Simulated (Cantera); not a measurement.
What does this Cantera script print?

```python
import numpy as np
import cantera as ct

gas = ct.Solution("gri30.yaml")
gas.TPX = 1575, 16000, {'CH4': 0.011, 'H2': 1, 'N2': 0.00021}
reactor = ct.IdealGasConstPressureReactor(gas, energy="off", clone=False)
net = ct.ReactorNet([reactor])
net.rtol, net.atol = 1e-08, 1e-18
show = ['CH4', 'H2', 'C2H4', 'CH3', 'C2H', 'HCN', 'CH2']
times = np.geomspace(0.0002, 20, 9)

steps = ct.SolutionArray(gas, extra=["t"])
rows = []
print(f"{'t/s':>10s}{'T/K':>9s}{'P/Pa':>11s}" + "".join(f"{s:>11s}" for s in show))
for t in times:
    while net.time < t:
        t_next = net.step()
        steps.append(gas.state, t=t_next)
    rows.append([np.interp(t, steps.t, y) for y in (steps.T, steps.P, *steps(*show).X.T)])
    print(f"{t:10.3e}{rows[-1][0]:9.1f}{rows[-1][1]:11.4g}" + "".join(f"{x:11.3e}" for x in rows[-1][2:]))
rate = np.gradient(steps.T, steps.t)
print("integrator steps:", len(steps.t))
if steps.T.max() > steps.T[0] + 200:
    print(f"time of steepest temperature rise: {steps.t[rate.argmax()]:.4e} s")
gas.TPX = 1575, 16000, {'CH4': 0.011, 'H2': 1, 'N2': 0.00021}
gas.equilibrate("TP")
print(f"equilibrium (TP): T = {gas.T:.1f} K  " + "  ".join(f"{s} {gas[s].X[0]:.3e}" for s in show))
```

It prints:

```
       t/s      T/K       P/Pa        CH4         H2       C2H4        CH3        C2H        HCN        CH2
 2.000e-04   1575.0    1.6e+04  1.088e-02  9.889e-01  3.164e-12  3.176e-07  1.273e-23  2.419e-21  3.853e-13
 8.434e-04   1575.0    1.6e+04  1.088e-02  9.889e-01  2.283e-10  1.300e-06  1.941e-20  7.029e-20  6.828e-12
 3.557e-03   1575.0    1.6e+04  1.087e-02  9.889e-01  1.940e-08  5.345e-06  4.768e-17  1.011e-17  1.167e-10
 1.500e-02   1575.0    1.6e+04  1.086e-02  9.888e-01  1.158e-06  1.732e-05  1.084e-13  1.779e-15  1.226e-09
 6.325e-02   1575.0    1.6e+04  1.081e-02  9.888e-01  4.102e-06  2.232e-05  6.007e-12  3.603e-14  2.042e-09
 2.667e-01   1575.0    1.6e+04  1.060e-02  9.889e-01  6.128e-06  2.192e-05  3.544e-11  1.943e-13  2.008e-09
 1.125e+00   1575.0    1.6e+04  9.828e-03  9.893e-01  1.382e-05  2.037e-05  1.480e-10  8.335e-13  1.872e-09
 4.743e+00   1575.0    1.6e+04  7.584e-03  9.905e-01  3.632e-05  1.585e-05  4.776e-10  3.138e-12  1.472e-09
 2.000e+01   1575.0    1.6e+04  4.508e-03  9.920e-01  6.771e-05  9.555e-06  9.409e-10  9.707e-12  9.040e-10
integrator steps: 558
equilibrium (TP): T = 1575.0 K  CH4 3.610e-03  H2 9.925e-01  C2H4 7.418e-05  CH3 7.692e-06  C2H 1.040e-09  HCN 2.639e-04  CH2 7.327e-10
```

Detailed kinetics in Cantera: GRI-Mech 3.0 (53 species, 325 reactions). GRI-Mech 3.0 stops at C3 and has no aromatics, soot or wall deposition, so with more carbon than oxygen in the feed, carbon stays in small species such as C2H2 where larger ones or solid carbon would form.
